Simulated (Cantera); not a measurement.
An isothermal, constant-pressure homogeneous reactor starts with N₂O = 1 (molar parts), at 1100 K and 190000 Pa.

Model: GRI-Mech 3.0 (53 species, 325 reactions), integrated in Cantera. GRI-Mech 3.0 was tuned for natural gas; its chemistry of N2O as a main component is partial and can be far from experiment. The mechanism lacks the step 2 NO + O2 → 2 NO2, which can matter for NO2 below about 1400 K. The temperature is held fixed by assumption; the heat of reaction is taken as removed at once.

x: mole fraction; the columns are a selection and need not sum to one.

```
t (s)     x N₂O  x NO₂      x O      x NO      x N₂      x O₂
--------  -----  -----  -------  --------  --------  --------
0.000700  1.000    ___  2.95e-7   6.22e-6   8.84e-5   4.25e-5
0.00167   1.000    ___  2.95e-7   1.49e-5  0.000211  0.000102
0.00399   0.999    ___  2.95e-7   3.56e-5  0.000505  0.000243
0.00951   0.998    ___  2.95e-7   8.47e-5   0.00120  0.000580
0.0227    0.996    ___  2.95e-7  0.000201   0.00287   0.00138
0.0542    0.989    ___  2.93e-7  0.000474   0.00681   0.00328
0.129     0.975    ___  2.89e-7   0.00111    0.0160   0.00773
0.308     0.942    ___  2.80e-7   0.00253    0.0371    0.0179
0.736     0.872    ___  2.61e-7   0.00553    0.0828    0.0399
1.76      0.735    ___  2.25e-7    0.0110     0.171    0.0826
4.19      0.520    ___  1.69e-7    0.0185     0.311     0.151
10.0      0.270    ___  1.01e-7    0.0248     0.474     0.230
```

Task: Complete the blanks.

Result: 
- 0.000700, x NO₂: 1.51e-9
- 0.00167, x NO₂: 8.52e-9
- 0.00399, x NO₂: 4.76e-8
- 0.00951, x NO₂: 2.58e-7
- 0.0227, x NO₂: 1.31e-6
- 0.0542, x NO₂: 5.82e-6
- 0.129, x NO₂: 2.07e-5
- 0.308, x NO₂: 5.78e-5
- 0.736, x NO₂: 0.000136
- 1.76, x NO₂: 0.000280
- 4.19, x NO₂: 0.000477
- 10.0, x NO₂: 0.000649
